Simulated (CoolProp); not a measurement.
A simple Rankine cycle with R365MFC: condensing at 333.15 K, boiler at 1.12 MPa, turbine inlet 442 K, turbine efficiency 0.7, pump efficiency 0.7, no recuperator. Each further row changes one setting.

Computed with CoolProp (reference Helmholtz-energy equation of state, Lemmon 2016).

```tsv
case	thermal efficiency (%)	net work (kJ/kg)	heat in (kJ/kg)	turbine exit temperature (K)	volume ratio over the turbine
as stated	8.6	25.3	293	411.2	6.09
turbine inlet 462 K	8.4	27.0	320	431.8	5.97
condensing temperature 325.15 K	9.6	29.2	305	407.5	7.85
boiler pressure 0.784 MPa	7.0	21.0	298	418.8	4.10
turbine efficiency 0.6	7.3	21.5	293	414.4	6.14
```
